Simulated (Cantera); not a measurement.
Charge: 1 mol H2S, 0.077 mol O2, held at 500 °C and 200000 Pa.

Equilibrium computed with Cantera from the NASA thermochemical tables; the gas is ideal and each condensed phase is pure. Candidate condensed phases: H2O, H2SO4, S; 19 gas species. Gases not in the tables: S3 to S7. The numbers say what is thermodynamically allowed, not how fast it happens.

Base state: H2S 0.811, H2O 0.147, S2 0.0299, S8 0.0110, H2 0.00104, SO2 0.000209, S2O 8.26e-5 (mole fractions); condensed: gas only.

### Question
What changes in the equilibrium state with this change: H2S replaced by H2O?

### Answer
| species | before | after |
|---|---|---|
| H2O | 0.147 | 0.929 |
| O2 | <1e-9 | 0.0715 |
| H2S | 0.811 | 0 |
| S2 | 0.0299 | 0 |
| S8 | 0.0110 | 0 |
| H2 | 0.00104 | <1e-9 |
| SO2 | 0.000209 | 0 |
| S2O | 8.26e-5 | 0 |
